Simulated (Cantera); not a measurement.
An adiabatic, constant-volume homogeneous reactor starts with 7.40 % C3H8, 19.5 % O2, 73.2 % N2, at 1723 K and 555 Torr.

Model: GRI-Mech 3.0 (53 species, 325 reactions), integrated in Cantera. GRI-Mech 3.0 was tuned for natural gas; its chemistry of propane as a main component is partial and can be far from experiment. Above 3000 K some thermodynamic fits are extrapolated.

**Question.** Predict: time of steepest temperature rise; temperature at 0.700 s; equilibrium temperature; x(O2) at 0.700 s; x(H) at 0.700 s; x(H2O2) at 0.700 s; x(H2O) at 0.700 s.

**Answer.** 
| Property | Value |
|---|---|
| time of steepest temperature rise | 23.0 µs |
| temperature at 0.700 s | 2949 K |
| equilibrium temperature | 2949 K |
| x(O2) at 0.700 s | 0.000666 (gas-phase equilibrium 0.000666) |
| x(H) at 0.700 s | 0.0355 (gas-phase equilibrium 0.0355) |
| x(H2O2) at 0.700 s | 5.10e-8 (gas-phase equilibrium 5.10e-8) |
| x(H2O) at 0.700 s | 0.0966 (gas-phase equilibrium 0.0966) |
